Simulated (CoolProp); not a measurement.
Dry air along the isobar 10300 kPa: density (kg/m³) from the reference equation and from simpler models built on Tc = 132.5 K, pc = 3786 kPa, ω = 0.034; each cubic takes its own stable root.

Model: reference Helmholtz-energy equation of state, Lemmon 2000, in CoolProp. It is a pseudo-pure fit of the blend.

```
T (K)          phase  reference  van der Waals  Redlich-Kwong  Soave-Redlich-Kwong  Peng-Robinson
-----  -------------  ---------  -------------  -------------  -------------------  -------------
101.8         liquid      799.9          589.4          818.6                817.1          919.4
110.5         liquid      758.2          565.3          768.3                768.2          863.5
119.2         liquid      712.6          539.3          713.2                713.8          800.5
127.9         liquid      661.7          511.3          652.6                653.1          729.3
136.6  supercritical      603.6          480.6          585.9                585.1          648.9
145.4  supercritical      535.5          446.8          512.8                509.6          559.4
154.1  supercritical      459.4          410.3          439.0                432.7          469.5
162.8  supercritical      385.1          371.7          372.0                363.9          391.0
171.5  supercritical      325.3          333.1          319.0                310.6          331.6
180.2  supercritical      282.0          297.6          279.5                271.7          288.6
188.9  supercritical      250.5          267.4          250.0                242.8          256.9
197.6  supercritical      226.8          242.6          227.3                220.7          232.7
206.3  supercritical      208.2          222.4          209.2                203.2          213.6
215.1  supercritical      193.0          205.7          194.3                188.8          197.9
223.8  supercritical      180.4          191.8          182.0                176.9          184.9
232.5  supercritical      169.8          180.1          171.5                166.7          173.9
```
